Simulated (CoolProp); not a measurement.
The fluid at 206.91 K and 1.36 MPa is throttled through a valve to 0.231 MPa with no heat exchange. The same conditions are run with several fluids, on thermodynamics alone (safety and materials aside).

The numbers come from the reference Helmholtz-energy equation of state of each fluid (methanol: de Reuck 1993; propylene: Lemmon 2013; R404A: Lemmon 2003; trans-2-butene: Lemmon 2005; R245fa: Akasaka 2015) in CoolProp. Blends and air are pseudo-pure fits.

| fluid | temperature change (K) | final density (kg/m³) |
|---|---|---|
| methanol | +0.4 | 873 |
| propylene | +0.5 | 632 |
| R404A | +0.4 | 1370 |
| trans-2-butene | +0.6 | 697 |
| R245fa | +0.4 | 1560 |
